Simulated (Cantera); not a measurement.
Charge: 1 mol Al, 2.5 mol Cl2, at 1250 K and 4.88 Torr.

Method: chemical equilibrium by Gibbs-energy minimisation in Cantera with the NASA 1993 tables (ideal gas, pure condensed phases). Candidate condensed phases: Al, AlCl3; 8 gas species. Rates play no part.

Base state: AlCl3 0.484, Cl2 0.451, Cl 0.0650 (mole fractions); condensed: gas only.

Problem. What changes in the equilibrium state with this change: pressure from 4.88 Torr to 36.8 Torr?

Solution. 
```
species   before    after
-------  -------  -------
AlCl3      0.484    0.494
Cl2        0.451    0.482
Cl        0.0650   0.0245
Al2Cl6   9.95e-6  7.81e-5
```
